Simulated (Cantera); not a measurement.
Input: 1 mol Si, a varied amount of F₂, at 923.15 K and 0.00890 bar.

Method: chemical equilibrium by Gibbs-energy minimisation in Cantera with the NASA 1993 tables (ideal gas, pure condensed phases). Candidate condensed phases: Si; 9 gas species. Kinetics and transport are ignored.

Problem. What share of the Si ends up in condensed phases as a function of n(F₂) (mol), at 0.72, 0.95, 1.3, 1.7, 2.2, 3, 3.9, 5.2?

Solution. 
```tsv
n(F₂) (mol)	Si condensed (%)	as
0.72	64.0	Si(s)
0.95	52.5	Si(s)
1.3	35.0	Si(s)
1.7	15.0	Si(s)
2.2	0.0	-
3	0.0	-
3.9	0.0	-
5.2	0.0	-
```
